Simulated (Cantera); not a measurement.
Cantera run:

```python
import numpy as np
import cantera as ct

gas_names = """
    F FO FO2 F2 F2O H HF HOF HO2 H2 H2F2 H2O H2O2 H3F3 H4F4 H5F5 H6F6 H7F7 Mg MgF MgF2 MgH MgO MgOH
    MgO2H2 Mg2 Mg2F4 O OH O2 O3
""".split()
cond_names = """
    H2O(s) H2O(L) Mg(cr) Mg(L) MgF2(s) MgF2(L) MgO(s) MgO(L) MgO2H2(s)
""".split()


# ... load() reads the species with a 1 bar reference pressure and builds the phases ...
atoms = {
    'MgO': {'Mg': 1, 'O': 1},
    'HF': {'H': 1, 'F': 1},
    'H2': {'H': 2},
}
top_T = {}  # K; cautious upper limits of use, not melting points


# ... equilibrate(T, P, feed) seeds the gas with the atoms and calls Mixture.equilibrate('TP', solver="vcs", rtol=1e-11, max_steps=5000) ...
results = []
feed = {'MgO': 1, 'HF': 3.8, 'H2': 23}  # mol
P = 530  # Pa
for T in [998, 1048, 1098, 1148, 1198, 1248, 1298, 1348, 1398, 1448, 1498, 1548]:
    mix = equilibrate(T, P, feed)
    results.append((T, P, feed, dict(zip(mix.species_names, mix.species_moles))))
    x = sorted(zip(gas.X, gas.species_names), reverse=True)
    print(f"T = {T:g} K  P = {P:g} Pa  gas = {mix.phase_moles(0):.4g} mol")
    print("   x: " + "  ".join(f"{s} {v:.3e}" for v, s in x if v > 0.0001))
    print("   condensed (mol): " + ("  ".join(f"{mix.phase(i).name} {mix.phase_moles(i):.4g}"
          for i in range(1, mix.n_phases) if mix.phase_moles(i) > 1e-12) or "none"))
```

Output:

```
T = 998 K  P = 530 Pa  gas = 25.8 mol
   x: H2 8.915e-01  HF 6.977e-02  H2O 3.876e-02
   condensed (mol): MgF2(s) 1
T = 1048 K  P = 530 Pa  gas = 25.8 mol
   x: H2 8.915e-01  HF 6.977e-02  H2O 3.876e-02
   condensed (mol): MgF2(s) 1
T = 1098 K  P = 530 Pa  gas = 25.8 mol
   x: H2 8.915e-01  HF 6.977e-02  H2O 3.876e-02
   condensed (mol): MgF2(s) 1
T = 1148 K  P = 530 Pa  gas = 25.8 mol
   x: H2 8.915e-01  HF 6.977e-02  H2O 3.876e-02
   condensed (mol): MgF2(s) 1
T = 1198 K  P = 530 Pa  gas = 25.93 mol
   x: H2 8.871e-01  HF 7.916e-02  H2O 3.371e-02
   condensed (mol): MgF2(s) 0.8737  MgO(s) 0.1261
T = 1248 K  P = 530 Pa  gas = 26.21 mol
   x: H2 8.776e-01  HF 9.966e-02  H2O 2.267e-02
   condensed (mol): MgF2(s) 0.5935  MgO(s) 0.4059
T = 1298 K  P = 530 Pa  gas = 26.43 mol
   x: H2 8.701e-01  HF 1.159e-01  H2O 1.393e-02
   condensed (mol): MgF2(s) 0.3656  MgO(s) 0.6318
T = 1348 K  P = 530 Pa  gas = 26.6 mol
   x: H2 8.648e-01  HF 1.268e-01  H2O 8.045e-03  MgF2 3.585e-04
   condensed (mol): MgF2(s) 0.2044  MgO(s) 0.786
T = 1398 K  P = 530 Pa  gas = 26.71 mol
   x: H2 8.610e-01  HF 1.332e-01  H2O 4.525e-03  MgF2 1.182e-03
   condensed (mol): MgF2(s) 0.0891  MgO(s) 0.8791
T = 1448 K  P = 530 Pa  gas = 26.8 mol
   x: H2 8.581e-01  HF 1.358e-01  H2O 3.015e-03  MgF2 2.982e-03  H 1.173e-04
   condensed (mol): MgO(s) 0.9192
T = 1498 K  P = 530 Pa  gas = 26.8 mol
   x: H2 8.579e-01  HF 1.344e-01  H2O 3.753e-03  MgF2 3.669e-03  H 2.186e-04
   condensed (mol): MgO(s) 0.8994
T = 1548 K  P = 530 Pa  gas = 26.81 mol
   x: H2 8.575e-01  HF 1.328e-01  H2O 4.622e-03  MgF2 4.414e-03  H 3.917e-04  Mg 1.170e-04
   condensed (mol): MgO(s) 0.8761
```

These are equilibrium values from Cantera (NASA tables, ideal gas, pure condensed phases), not measurements of a reactor. Mutual solubility and eutectic melting of coexisting phases are not modelled.
